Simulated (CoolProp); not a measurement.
Properties of ammonia along the isotherm 191.75 °C (Tc = 132.4 °C, pc = 113.6 bar, ω = 0.256).

The numbers come from the reference Helmholtz-energy equation of state, Gao 2020 in CoolProp.

```csv
p (bar),phase,density (kg/m³),cp (kJ/(kg K)),viscosity (µPa s),Prandtl number,fugacity coefficient
71.4,gas,37.11,3.256,16.9,0.992,0.8636
143,supercritical,94.18,5.122,19.2,1.29,0.7365
214,supercritical,191.8,8.505,26.2,1.77,0.6223
286,supercritical,292.6,7.792,…,1.61,0.5307
357,supercritical,…,6.398,…,1.34,0.4685
429,supercritical,382.3,5.683,48.2,1.18,0.4252
500,supercritical,406.8,5.277,52.0,1.09,0.3949
571,supercritical,425.9,5.012,55.3,1.04,…
643,supercritical,441.9,4.823,58.1,0.992,0.3561
714,supercritical,455.4,4.684,60.7,0.960,0.3438
786,supercritical,467.4,…,63.1,0.934,0.3346
857,supercritical,477.8,4.489,65.2,…,0.3278
929,supercritical,487.4,4.417,67.3,0.896,0.3230
1000,supercritical,496.1,4.358,69.2,0.882,0.3198
```

Task: Some entries are withheld; supply them.

Result: 
- 286, viscosity (µPa s): 36.4
- 357, density (kg/m³): 347.7
- 357, viscosity (µPa s): 43.3
- 571, fugacity coefficient: 0.3727
- 786, cp (kJ/(kg K)): 4.575
- 857, Prandtl number: 0.913

The peak of cp marks the crossing from liquid-like to gas-like fluid above the critical point.

Viscosity comes from a separate model (Fenghour 1995). Thermal conductivity comes from a separate model (Tufeu 1984).
